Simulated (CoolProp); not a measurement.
The fluid at 304.22 K and 1.22 MPa is throttled through a valve to 0.53 MPa with no heat exchange. The same conditions are run with several fluids, on thermodynamics alone (safety and materials aside).

Computed with CoolProp (reference Helmholtz-energy equation of state of each fluid (R410A: Lemmon 2003; oxygen: Schmidt 1985; nitrous oxide: Lemmon 2006; R13: Platzer 1990; methane: Setzmann 1991)). The equations of Platzer and Polt are older, rougher fits. Blends and air are pseudo-pure fits.

```csv
fluid,temperature change (K),final density (kg/m³)
R410A,-14.4,?
oxygen,-1.8,6.77
nitrous oxide,-7.5,9.74
R13,-8.1,?
methane,-2.9,?
```

### Question
Fill in the missing entries.

### Answer

- R410A, final density (kg/m³): 17.4
- R13, final density (kg/m³): 23.7
- methane, final density (kg/m³): 3.42

Above 300 K oxygen's equation is extrapolated.
